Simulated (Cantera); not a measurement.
Charge: 1 mol CS₂, 0.086 mol O₂, equilibrated at 1425 K and 750 Torr.

Cantera equilibrium calculation (NASA polynomials, part measured and part estimated; ideal gas, pure solids and liquids). Candidate condensed phases: C, S; 22 gas species. Rates play no part.

Base state: CS₂ 0.709, S₂ 0.143, CO 0.138, COS 0.00913, CS 0.000223, CO₂ 2.79e-5 (mole fractions); condensed: gas only.

**Question.** What changes in the equilibrium state with this change: O₂ from 0.086 to 1.8 mol?

**Answer.** 
```json
[
 {"species": "CO₂", "before": "2.79e-5", "after": "0.376"},
 {"species": "SO₂", "before": "<1e-9", "after": "0.344"},
 {"species": "S₂", "before": "0.143", "after": "0.230"},
 {"species": "CS₂", "before": "0.709", "after": "5.38e-6"},
 {"species": "CO", "before": "0.138", "after": "0.0349"},
 {"species": "CS", "before": "0.000223", "after": "1.33e-9"},
 {"species": "S₂O", "before": "1.15e-7", "after": "0.00989"},
 {"species": "SO", "before": "3.09e-8", "after": "0.00209"},
 {"species": "COS", "before": "0.00913", "after": "0.00292"}
]
```

**Question.** What changes in the equilibrium state with this change: pressure from 750 Torr to 14.3 Torr?

**Answer.** 
| species | before | after |
|---|---|---|
| CS₂ | 0.709 | 0.705 |
| S₂ | 0.143 | 0.147 |
| CO | 0.138 | 0.145 |
| COS | 0.00913 | 0.00134 |
| CO₂ | 2.79e-5 | 6.06e-7 |
| S | 6.16e-6 | 4.53e-5 |
| CS | 0.000223 | 0.00159 |
